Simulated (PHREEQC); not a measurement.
# Leach liquor: an equilibrium model

A solution holds 11 mmol/kgw H2SO4 and 0.11 mmol/kgw LiCl, at 25 °C. Closed to the air; pH follows from the charge balance.

Computed with PHREEQC (Pitzer model, pitzer.dat).

Precipitation was switched off in this run.

**Question.** Estimate the pH.

**Answer.** pH 1.84.

**Question.** In which forms is S present?

**Answer.** SO4-2 54 %, HSO4- 46 % of the S.
